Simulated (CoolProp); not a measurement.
The fluoroketone C6F12O (FK-5-1-12) along the isotherm 470.6 K: density (kg/m³) from the reference equation and from simpler models built on Tc = 441.8 K, pc = 1.869 MPa, ω = 0.471; each cubic takes its own stable root.

Values from CoolProp's reference Helmholtz-energy equation of state, McLinden 2015.

| p (MPa) | phase | reference |
|---|---|---|
| 0.0668 | gas | 5.450 |
| 0.134 | gas | 11.04 |
| 0.2 | gas | 16.65 |
| 0.267 | gas | 22.47 |
| 0.334 | gas | 28.41 |
| 0.401 | gas | 34.49 |
| 0.467 | gas | 40.61 |
| 0.534 | gas | 46.98 |
| 0.601 | gas | 53.50 |
| 0.668 | gas | 60.19 |
| 0.734 | gas | 66.96 |
| 0.801 | gas | 74.01 |
| 0.868 | gas | 81.26 |
| 0.935 | gas | 88.73 |

**Question.** How far does each simpler model (Redlich-Kwong, Peng-Robinson) lie from the reference over these 14 states: mean and median of the absolute difference, and the worst?

**Answer.** 
- Redlich-Kwong: mean 0.4 %, median 0.3 %, worst +0.8 % at 470.6 K and 0.935 MPa
- Peng-Robinson: mean 0.8 %, median 0.8 %, worst +1.5 % at 470.6 K and 0.935 MPa
